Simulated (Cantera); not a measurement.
Feed: 1 mol Si3N4, 0.54 mol H2O, equilibrated at 1500 K and 2.00 Pa.

Cantera equilibrium calculation (NASA polynomials, part measured and part estimated; ideal gas, pure solids and liquids). Mutual solubility and eutectic melting of coexisting phases are not modelled. The numbers say what is thermodynamically allowed, not how fast it happens.

```tsv
species	before	after
Si	0.000526	0.424
N2	0.657	0.346
SiO	0.156	0.0936
H2	0.184	0.0520
H	0.00169	0.0829
Si2	6.73e-7	0.000855
Si3	1.22e-7	3.57e-5
SiN	2.45e-6	0.000290
SiH	3.24e-6	0.000293
Si2N	3.68e-6	7.42e-5
Si(s), mol	2.37	0
Si2N2O(s), mol	0.0853	0
```
Gas species are given as mole fractions.

Problem. Name the change that produced these shifts.
A) temperature from 1500 K to 923 K
B) pressure from 2.00 Pa to 1000 Pa
C) H2O from 0.54 to 0.2 mol
D) temperature from 1500 K to 2000 K

Solution. D, temperature from 1500 K to 2000 K. The tables' values for SiN are old estimates; treat these amounts as uncertain
